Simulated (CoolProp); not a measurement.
The numbers come from the reference Helmholtz-energy equation of state, Lemmon 2006 in CoolProp. It is a short technical equation, of lower accuracy than the large ones.

Q: Give the vapour pressure (kPa), enthalpy of vaporisation (kJ/kg), vapour Z, liquid viscosity (µPa s) of saturated C3F8 (R218) at 19.05, 32.85 °C.

A: 
| T (°C) | p (kPa) | enthalpy of vaporisation (kJ/kg) | vapour Z | liquid viscosity (µPa s) |
|---|---|---|---|---|
| 19.05 | 737 | 79.7 | 0.793 | 183 |
| 32.85 | 1070 | 70.7 | 0.729 | 147 |

Viscosity comes from a separate model (Huber 2003), an estimate that may be off by 10 % or more.
